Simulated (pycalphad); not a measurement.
All values are pycalphad results on the COST 507 light-alloy database (1999) (1 atm), not direct measurements. The database dates from 1999; later assessments differ in places, in temperatures and in the compounds included. Phase fractions are per mole of atoms.

**Question.** Give the equilibrium state of Si-4.3Fe-75.6Al (at.%) at 600 K.

**Answer.** 
```
T = 600.00 K, P = 101325 Pa, N = 1 mol of atoms
G = -23715 J/mol, H = 2534 J/mol, S = 43.75 J/(mol K)  (SER reference)
chemical potentials (J/mol): Si -13847, Fe -135259, Al -19995
phase             fraction      x(Si)      x(Fe)      x(Al)
FCC_A1              0.5558   0.000894   2.62e-07     0.9991
ALFESI_BETA         0.2867     0.1500     0.1500     0.7000
DIAMOND_A4          0.1575     1.0000       none   1.14e-09
```

**Question.** Give the equilibrium state of Si-4.3Fe-75.6Al (at.%) at 900 K.

**Answer.** liquid, fraction 0.736, with 0.69 Fe, 83.8 Al at.%; ALFESI_DELTA, fraction 0.253, with 15.0 Fe, 55.0 Al at.%; diamond (Si), fraction 0.011, with no Fe, <0.01 Al at.%.

Database names, with the compositions (at.%) that they take in these runs: ALFESI_DELTA: Al 55 Si 30 Fe 15; ALFESI_BETA: Al 70 Si 15 Fe 15. FCC_A1 is fcc; DIAMOND_A4 is diamond (Si). An entry "none" or "no" means that the model of the phase leaves that element out.
